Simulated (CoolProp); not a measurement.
R115 along the isotherm 367.8 K: fugacity coefficient from the reference equation and from simpler models built on Tc = 353.1 K, pc = 31.29 bar, ω = 0.248; each cubic takes its own stable root.

Computed with CoolProp (reference Helmholtz-energy equation of state, Lemmon 2016).

| p (bar) | phase | reference |
|---|---|---|
| 0.148 | gas | 0.9987 |
| 0.305 | gas | 0.9972 |
| 0.626 | gas | 0.9943 |
| 1.29 | gas | 0.9883 |
| 2.64 | gas | 0.9760 |
| 5.42 | gas | 0.9509 |
| 11.1 | gas | 0.8999 |
| 22.9 | gas | 0.7944 |
| 46.9 | supercritical | 0.5692 |

How far does each simpler model (van der Waals, Redlich-Kwong) lie from the reference over these 9 states: mean and median of the absolute difference, and the worst?


- van der Waals: mean 0.5 %, median 0.1 %, worst +1.9 % at 367.8 K and 46.9 bar
- Redlich-Kwong: mean 0.4 %, median 0.1 %, worst -1.1 % at 367.8 K and 46.9 bar
